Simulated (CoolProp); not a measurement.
Saturated liquid density (kg/m³) of ethylene: the reference equation beside estimates from Tc = 9.2 °C, pc = 5.042 MPa, ω = 0.087. Rackett uses Z = 0.29056 − 0.08775 ω.

Model: reference Helmholtz-energy equation of state, Smukala 2000, in CoolProp.

```json
[
 {"T (°C)": "-113.15", "reference": "580.9", "Rackett": "575.4", "Redlich-Kwong": "560.8", "Soave-Redlich-Kwong": "560.6", "Peng-Robinson": "632.4"},
 {"T (°C)": "-108.85", "reference": "574.9", "Rackett": "569.6", "Redlich-Kwong": "554.4", "Soave-Redlich-Kwong": "554.7", "Peng-Robinson": "626.0"},
 {"T (°C)": "-104.65", "reference": "568.9", "Rackett": "563.9", "Redlich-Kwong": "548.1", "Soave-Redlich-Kwong": "548.7", "Peng-Robinson": "619.6"},
 {"T (°C)": "-100.35", "reference": "562.7", "Rackett": "557.9", "Redlich-Kwong": "541.4", "Soave-Redlich-Kwong": "542.4", "Peng-Robinson": "612.8"},
 {"T (°C)": "-96.15", "reference": "556.6", "Rackett": "552.0", "Redlich-Kwong": "534.7", "Soave-Redlich-Kwong": "536.1", "Peng-Robinson": "605.9"},
 {"T (°C)": "-91.95", "reference": "550.4", "Rackett": "545.9", "Redlich-Kwong": "527.7", "Soave-Redlich-Kwong": "529.6", "Peng-Robinson": "598.7"},
 {"T (°C)": "-87.65", "reference": "544.0", "Rackett": "539.6", "Redlich-Kwong": "520.4", "Soave-Redlich-Kwong": "522.6", "Peng-Robinson": "591.2"},
 {"T (°C)": "-83.45", "reference": "537.5", "Rackett": "533.3", "Redlich-Kwong": "513.1", "Soave-Redlich-Kwong": "515.7", "Peng-Robinson": "583.5"},
 {"T (°C)": "-79.15", "reference": "530.8", "Rackett": "526.8", "Redlich-Kwong": "505.3", "Soave-Redlich-Kwong": "508.3", "Peng-Robinson": "575.4"},
 {"T (°C)": "-74.95", "reference": "524.1", "Rackett": "520.2", "Redlich-Kwong": "497.5", "Soave-Redlich-Kwong": "500.8", "Peng-Robinson": "567.1"},
 {"T (°C)": "-70.65", "reference": "517.1", "Rackett": "513.3", "Redlich-Kwong": "489.2", "Soave-Redlich-Kwong": "492.8", "Peng-Robinson": "558.3"},
 {"T (°C)": "-66.45", "reference": "510.1", "Rackett": "506.5", "Redlich-Kwong": "480.9", "Soave-Redlich-Kwong": "484.8", "Peng-Robinson": "549.4"},
 {"T (°C)": "-62.15", "reference": "502.8", "Rackett": "499.2", "Redlich-Kwong": "472.0", "Soave-Redlich-Kwong": "476.3", "Peng-Robinson": "539.8"},
 {"T (°C)": "-57.95", "reference": "495.4", "Rackett": "492.0", "Redlich-Kwong": "463.1", "Soave-Redlich-Kwong": "467.6", "Peng-Robinson": "530.1"}
]
```

Absolute difference from the reference over all 14 rows, mean and median: Rackett 0.8 and 0.8 %, Redlich-Kwong 4.6 and 4.4 %, Soave-Redlich-Kwong 4.2 and 4.0 %, Peng-Robinson 8.4 and 8.6 %.
